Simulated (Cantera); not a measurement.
Charge: 1 mol Si₃N₄, 0.039 mol C, 6.3 mol H₂, at 0.100 bar.

Equilibrium computed with Cantera from the NASA thermochemical tables; the gas is ideal and each condensed phase is pure. Candidate condensed phases: C, C₆H₆, C₇H₈, C₈H₁₈, Si, SiC, Si₃N₄; 105 gas species. Mutual solubility and eutectic melting of coexisting phases are not modelled. Gases not in the tables: Si₂H₆ and higher silanes. Equilibrium is a limit: real reactors are often held back by kinetics, nucleation or transport.

x: gas mole fraction; n: condensed amount in mol.

| T (°C) | x H₂ | x N₂ | x H | x CH₄ | x SiH₂ | x HCN | x Si | n SiC(s) | n Si₃N₄(s) | n Si(s) | n Si(l) |
|---|---|---|---|---|---|---|---|---|---|---|---|
| 1150 | 0.996 | 0.00409 | 2.10e-5 | … | 4.29e-8 | 2.47e-6 | 1.25e-9 | 0.0388 | 0.987 | 0 | 0 |
| 1200 | 0.996 | 0.00410 | 3.99e-5 | … | 1.73e-7 | 2.20e-6 | 9.06e-9 | 0.0389 | 0.987 | 0 | 0 |
| 1250 | 0.996 | 0.00410 | 7.29e-5 | … | 6.37e-7 | 1.98e-6 | 5.75e-8 | 0.0390 | 0.987 | 0 | 0 |
| 1300 | 0.996 | 0.00411 | 0.000128 | … | 2.16e-6 | 1.79e-6 | 3.25e-7 | 0.0390 | 0.987 | 0 | 0 |
| 1350 | 0.995 | 0.00442 | 0.000218 | 1.67e-6 | 6.44e-6 | 1.78e-6 | 1.56e-6 | 0.0390 | 0.986 | 0.00294 | 0 |
| 1400 | 0.990 | 0.00995 | 0.000358 | 1.59e-6 | 1.09e-5 | 4.18e-6 | 4.18e-6 | 0.0390 | 0.968 | 0.0560 | 0 |
| 1450 | 0.976 | 0.0237 | 0.000570 | 1.60e-6 | 1.66e-5 | 1.05e-5 | 9.83e-6 | 0.0389 | 0.924 | 0 | 0.190 |

What belongs in the gaps?


- 1150, x CH₄: 2.45e-5
- 1200, x CH₄: 1.15e-5
- 1250, x CH₄: 5.70e-6
- 1300, x CH₄: 2.95e-6
